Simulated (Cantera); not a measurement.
Input: 1 mol trisilylamine, 0.34 mol N2, held at 0.133 bar.

These are equilibrium values from Cantera (NASA tables, ideal gas, pure condensed phases), not measurements of a reactor. Candidate condensed phases: Si, Si3N4; 18 gas species. The feed counts by its element totals alone. Mutual solubility and eutectic melting of coexisting phases are not modelled. Kinetics and transport are ignored.

Question: At 1277 °C, list the 3 most abundant gas species with their mole fractions, and the condensed phases.

Answer: H2 0.999, N2 0.000921, H 8.62e-5. Condensed: Si(s) + Si3N4(s).
